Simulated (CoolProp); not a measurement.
A single-stage vapour-compression cycle with R13: evaporating at 228.15 K (dew point), condensing at 286.15 K (bubble point), superheat 5 K, subcooling 8 K, compressor efficiency 0.7, no pressure losses. Each further row changes one setting.

Values from CoolProp's reference Helmholtz-energy equation of state, Platzer 1990. This equation is an older, rougher fit; its heat capacities, sound speeds and derivatives of the liquid may be far off and weren't checked against measurements.

```json
[
 {"case": "as stated", "cooling COP": "1.86", "pressure ratio": "5.37", "discharge temperature (K)": "322.1", "refrigerating effect (kJ/kg)": "77.8", "volumetric capacity (kJ/m³)": "2390"},
 {"case": "evaporating temperature 233.15 K", "cooling COP": "2.15", "pressure ratio": "…", "discharge temperature (K)": "318.6", "refrigerating effect (kJ/kg)": "79.5", "volumetric capacity (kJ/m³)": "2910"},
 {"case": "condensing temperature 281.15 K", "cooling COP": "2.17", "pressure ratio": "4.76", "discharge temperature (K)": "315.2", "refrigerating effect (kJ/kg)": "84.0", "volumetric capacity (kJ/m³)": "…"},
 {"case": "subcooling 13 K", "cooling COP": "2.02", "pressure ratio": "5.37", "discharge temperature (K)": "322.1", "refrigerating effect (kJ/kg)": "…", "volumetric capacity (kJ/m³)": "2590"},
 {"case": "superheat 15 K", "cooling COP": "1.89", "pressure ratio": "5.37", "discharge temperature (K)": "333.0", "refrigerating effect (kJ/kg)": "84.3", "volumetric capacity (kJ/m³)": "2430"},
 {"case": "compressor efficiency 0.6", "cooling COP": "1.60", "pressure ratio": "5.37", "discharge temperature (K)": "330.2", "refrigerating effect (kJ/kg)": "77.8", "volumetric capacity (kJ/m³)": "2390"}
]
```

**Question.** What belongs in the gaps?

**Answer.** 
- evaporating temperature 233.15 K, pressure ratio: 4.49
- condensing temperature 281.15 K, volumetric capacity (kJ/m³): 2580
- subcooling 13 K, refrigerating effect (kJ/kg): 84.2
